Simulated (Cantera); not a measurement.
What does this Cantera script print?

```python
import numpy as np
import cantera as ct

gas_names = """
    AL ALH ALN ALO ALOH ALO2 ALO2H AL2 AL2O AL2O2 H HALO HNO HNO2 HNO3 HO2 H2 H2O H2O2 N NH NH2 NH3
    NH2OH NO NO2 NO3 N2 N2H2 N2H4 N2O O OH O2 O3
""".split()
cond_names = """
    AL(cr) AL(L) ALN(s) AL2O3(a) AL2O3(L) H2O(s) H2O(L)
""".split()


def load(file, names, dense=False):
    # The tables refer to 1 bar. Condensed volumes are neglected.
    table = {s.name: s for s in ct.Species.list_from_file(file)}
    out = []
    for n in names:
        d = dict(table[n].input_data)
        d["thermo"] = dict(d["thermo"], **{"reference-pressure": 1e5})
        if dense:
            d["equation-of-state"] = {"model": "constant-volume", "density": "1e6 g/cm^3"}
        out.append(ct.Species.from_dict(d))
    return out


gas = ct.Solution(thermo="ideal-gas", species=load("nasa_gas.yaml", gas_names))
cond = {s.name: ct.Solution(thermo="fixed-stoichiometry", species=[s], name=s.name)
        for s in load("nasa_condensed.yaml", cond_names, dense=True)}
atoms = {
    'AlN': {'AL': 1, 'N': 1},
    'O2': {'O': 2},
    'H2': {'H': 2},
    'H2O': {'H': 2, 'O': 1},
}
top_T = {'ALN(s)': 2750}  # K; cautious upper limits of use, not melting points


def equilibrate(T, P, feed):
    n = {}
    for name, mol in feed.items():
        for a, k in atoms[name].items():
            n[a] = n.get(a, 0.0) + k * mol
    gas.TPX = T, P, n
    mass = sum(n.values()) * gas.mean_molecular_weight
    gas.equilibrate("TP")
    valid = [c for c in cond.values() if c.min_temp <= T <= top_T.get(c.name, c.max_temp)]
    mix = ct.Mixture([(gas, mass / gas.mean_molecular_weight)] + [(c, 0.0) for c in valid])
    mix.T, mix.P = T, P
    mix.equilibrate("TP", solver="vcs", rtol=1e-11, max_steps=5000)
    return mix


results = []
feed = {'AlN': 1, 'O2': 4.5, 'H2': 2.5, 'H2O': 0.11}  # mol
T = 1800  # K
P = 133.322  # Pa
mix = equilibrate(T, P, feed)
results.append((T, P, feed, dict(zip(mix.species_names, mix.species_moles))))
x = sorted(zip(gas.X, gas.species_names), reverse=True)
print(f"T = {T:g} K  P = {P:g} Pa  gas = {mix.phase_moles(0):.4g} mol")
print("   x: " + "  ".join(f"{s} {v:.3e}" for v, s in x if v > 0.0001))
print("   condensed (mol): " + ("  ".join(f"{mix.phase(i).name} {mix.phase_moles(i):.4g}"
      for i in range(1, mix.n_phases) if mix.phase_moles(i) > 1e-12) or "none"))
```

Result:

```
T = 1800 K  P = 133.322 Pa  gas = 5.633 mol
   x: H2O 4.575e-01  O2 4.399e-01  N2 8.775e-02  OH 9.287e-03  O 2.210e-03  NO 2.007e-03  H2 1.017e-03  H 3.128e-04
   condensed (mol): AL2O3(a) 0.5
```

Equilibrium computed with Cantera from the NASA thermochemical tables; the gas is ideal and each condensed phase is pure.
